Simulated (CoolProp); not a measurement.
Carbon dioxide along the isotherm -51.55 °C: density (kg/m³) from the reference equation and from simpler models built on Tc = 31.0 °C, pc = 7377 kPa, ω = 0.224; each cubic takes its own stable root.

The numbers come from the reference Helmholtz-energy equation of state, Span 1996 in CoolProp.

| p (kPa) | phase | reference | van der Waals | Redlich-Kwong |
|---|---|---|---|---|
| 233 | gas | 5.748 | 5.679 | 5.718 |
| 363 | gas | 9.130 | 8.953 | 9.051 |
| 566 | gas | 14.71 | 14.23 | 14.49 |
| 881 | liquid | 1161 | 22.88 | 23.60 |
| 1370 | liquid | 1162 | 37.70 | 1031 |
| 2140 | liquid | 1164 | 715.9 | 1034 |
| 3320 | liquid | 1166 | 722.0 | 1039 |
| 5180 | liquid | 1170 | 730.7 | 1046 |
| 8060 | liquid | 1176 | 742.4 | 1057 |
| 12600 | liquid | 1185 | 757.9 | 1071 |
| 19500 | liquid | 1198 | 776.8 | 1091 |

At some of these states van der Waals, Redlich-Kwong gives the other phase, because its saturation line lies elsewhere.
